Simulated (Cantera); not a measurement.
**Aluminium and copper etching: Cu + F2 + N2**

A closed system holds: 1 mol Cu, a varied amount of F2, 0.29 mol N2, held at 1125 °C and 1.00 bar.

Method: chemical equilibrium by Gibbs-energy minimisation in Cantera with the NASA 1993 tables (ideal gas, pure condensed phases). Candidate condensed phases: Cu, CuF2; 11 gas species. Each liquid is taken as pure. Mutual solubility and eutectic melting of coexisting phases are not modelled. Kinetics and transport are ignored.

From 0.49 mol F2 to 0.92 mol F2 the condensed part is Cu(l) + CuF2(l). From 1.4 mol F2 to 4.4 mol F2 the condensed part is CuF2(l). The main Cu-bearing gas is CuF at 0.49 mol F2 and CuF2 at 4.4 mol F2.

```
n(F2) (mol)    x N2      x F    x F2    x CuF  x CuF2     x NF3    x NF2     x Cu  n Cu(l)  n CuF2(l)
-----------  ------  -------  ------  -------  ------  --------  -------  -------  -------  ---------
0.49          0.959  4.77e-7  <1e-12   0.0254  0.0158    <1e-12   <1e-12  1.30e-6    0.506      0.481
0.92          0.959  4.77e-7  <1e-12   0.0254  0.0158    <1e-12   <1e-12  1.30e-6   0.0762      0.911
1.4           0.293    0.574   0.117  2.11e-8  0.0158  0.000113  8.58e-6   <1e-12        0      0.984
1.8           0.175    0.656   0.154  1.85e-8  0.0158  0.000130  8.66e-6   <1e-12        0      0.974
2.2           0.124    0.690   0.170  1.76e-8  0.0158  0.000128  8.09e-6   <1e-12        0      0.963
2.6          0.0966    0.708   0.179  1.71e-8  0.0158  0.000122  7.52e-6   <1e-12        0      0.953
3.1          0.0756    0.722   0.186  1.68e-8  0.0158  0.000114  6.91e-6   <1e-12        0      0.939
3.5          0.0643    0.730   0.190  1.66e-8  0.0158  0.000109  6.51e-6   <1e-12        0      0.929
3.9          0.0560    0.735   0.193  1.65e-8  0.0158  0.000104  6.16e-6   <1e-12        0      0.918
4.4          0.0482    0.740   0.196  1.64e-8  0.0158   9.82e-5  5.80e-6   <1e-12        0      0.905
```
x: gas mole fraction; n: condensed amount in mol.
